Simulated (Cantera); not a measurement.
Mixture: 7.85 % CH4, 19.2 % O2, 72.0 % N2, 1.02 % H2O, equivalence ratio 0.82, at 3830 Torr, adiabatic and at constant pressure. Ignition delay is the time to a rise of 400 K.

Cantera simulation using GRI-Mech 3.0 (53 species, 325 reactions); the numbers are that mechanism's predictions, not measurements.

**Question.** Predict: delay at 1275 K; delay at 1475 K; delay at 1675 K; delay at 1875 K; delay at 2075 K; apparent activation energy between 1875 and 2075 K.

**Answer.** 
- delay at 1275 K = 3.54 ms
- delay at 1475 K = 0.399 ms
- delay at 1675 K = 66.5 µs
- delay at 1875 K = 16.8 µs
- delay at 2075 K = 5.91 µs
- apparent activation energy between 1875 and 2075 K = 170 kJ/mol
